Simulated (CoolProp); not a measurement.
Vapour-liquid equilibrium of R114 (1) + R113 (2) at 58.05 °C; x and y are mole fractions of (1).

Computed with CoolProp (multi-fluid Helmholtz-energy mixture model, Platzer 1990 and Marx 1992; pair parameters Bell 2016). This equation is an older, rougher fit; its heat capacities, sound speeds and derivatives of the liquid may be far off and weren't checked against measurements.

```json
[
 {"x": "0.05", "bubble pressure, mixture model (MPa)": "…", "bubble pressure, Raoult's law (MPa)": "0.1620", "y, mixture model": "0.158", "y, Raoult's law": "0.170"},
 {"x": "0.15", "bubble pressure, mixture model (MPa)": "0.2002", "bubble pressure, Raoult's law (MPa)": "0.2030", "y, mixture model": "0.385", "y, Raoult's law": "0.408"},
 {"x": "0.25", "bubble pressure, mixture model (MPa)": "0.2403", "bubble pressure, Raoult's law (MPa)": "0.2441", "y, mixture model": "0.541", "y, Raoult's law": "0.565"},
 {"x": "0.35", "bubble pressure, mixture model (MPa)": "0.2808", "bubble pressure, Raoult's law (MPa)": "0.2851", "y, mixture model": "0.654", "y, Raoult's law": "0.677"},
 {"x": "0.45", "bubble pressure, mixture model (MPa)": "0.3215", "bubble pressure, Raoult's law (MPa)": "0.3261", "y, mixture model": "0.739", "y, Raoult's law": "0.761"},
 {"x": "0.55", "bubble pressure, mixture model (MPa)": "0.3623", "bubble pressure, Raoult's law (MPa)": "0.3671", "y, mixture model": "0.806", "y, Raoult's law": "0.827"},
 {"x": "0.65", "bubble pressure, mixture model (MPa)": "…", "bubble pressure, Raoult's law (MPa)": "0.4081", "y, mixture model": "…", "y, Raoult's law": "0.879"},
 {"x": "0.75", "bubble pressure, mixture model (MPa)": "0.4448", "bubble pressure, Raoult's law (MPa)": "0.4491", "y, mixture model": "…", "y, Raoult's law": "0.921"},
 {"x": "0.85", "bubble pressure, mixture model (MPa)": "0.4868", "bubble pressure, Raoult's law (MPa)": "0.4902", "y, mixture model": "0.948", "y, Raoult's law": "0.957"},
 {"x": "0.95", "bubble pressure, mixture model (MPa)": "0.5297", "bubble pressure, Raoult's law (MPa)": "0.5312", "y, mixture model": "0.983", "y, Raoult's law": "0.987"}
]
```

### Question
Fill in the missing entries.

### Answer

- 0.05, bubble pressure, mixture model (MPa): 0.1608
- 0.65, bubble pressure, mixture model (MPa): 0.4034
- 0.65, y, mixture model: 0.861
- 0.75, y, mixture model: 0.908

The largest gap from Raoult's law is -1.6 % in bubble pressure, at x = 0.25. No azeotrope shows between x = 0.05 and 0.95.

Pair parameters are fitted to limited data, so mixtures are less certain than the pure fluids.
